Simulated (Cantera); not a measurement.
## Carbothermic reduction: Fe2O3 + C + N2

Input: 1 mol Fe2O3, a varied amount of C, 0.23 mol N2, equilibrated at 1623.15 K and 13.3 mbar.

Method: chemical equilibrium by Gibbs-energy minimisation in Cantera with the NASA 1993 tables (ideal gas, pure condensed phases). Candidate condensed phases: C, Fe, Fe(CO)5, FeO, Fe2O3, Fe3O4; 27 gas species. Iron dissolves carbon and melts from about 1420 K in contact with it, which pure phases cannot show. Mutual solubility and eutectic melting of coexisting phases are not modelled. The tables' stoichiometric FeO is somewhat more stable than real wüstite, so its field is too wide. FeO: taken at fixed stoichiometry. Condensed phases not in the tables: cementite and carbon dissolved in iron. Equilibrium is a limit: real reactors are often held back by kinetics, nucleation or transport.

| n(C) (mol) | log p CO | log p CO2 | log p N2 | log p Fe | log p NO | n FeO(s) | n Fe(γ) | n C(graphite) |
|---|---|---|---|---|---|---|---|---|
| 0.66 | -2.32 | -2.29 | -2.46 | -6.62 | -8.06 | 2.00 | 0 | 0 |
| 0.93 | -2.03 | -2.85 | -2.58 | -5.78 | -8.96 | 1.95 | 0.0514 | 0 |
| 1.2 | -2.01 | -2.83 | -2.67 | -5.78 | -9.01 | 1.64 | 0.357 | 0 |
| 1.5 | -2.00 | -2.82 | -2.75 | -5.78 | -9.05 | 1.30 | 0.696 | 0 |
| 1.8 | -1.99 | -2.81 | -2.82 | -5.78 | -9.08 | 0.965 | 1.04 | 0 |
| 2 | -1.98 | -2.81 | -2.86 | -5.78 | -9.10 | 0.739 | 1.26 | 0 |
| 2.3 | -1.98 | -2.80 | -2.92 | -5.78 | -9.13 | 0.399 | 1.60 | 0 |
| 2.6 | -1.97 | -2.80 | -2.97 | -5.78 | -9.16 | 0.0601 | 1.94 | 0 |
| 2.9 | -1.92 | -3.37 | -3.01 | -5.78 | -9.80 | 0 | 2.00 | 0 |
| 3.1 | -1.91 | -7.43 | -3.02 | -5.78 | <-13 | 0 | 2.00 | 0.100 |
| 3.4 | -1.91 | -7.43 | -3.02 | -5.78 | <-13 | 0 | 2.00 | 0.400 |
log p: log10 of the partial pressure in bar; n: condensed amount in mol.

At 0.66 mol C the condensed part is FeO(s). From 0.93 mol C to 2.6 mol C the condensed part is Fe(γ) + FeO(s). At 2.9 mol C the condensed part is Fe(γ). From 3.1 mol C to 3.4 mol C the condensed part is C(graphite) + Fe(γ). The main Fe-bearing gas is Fe throughout.
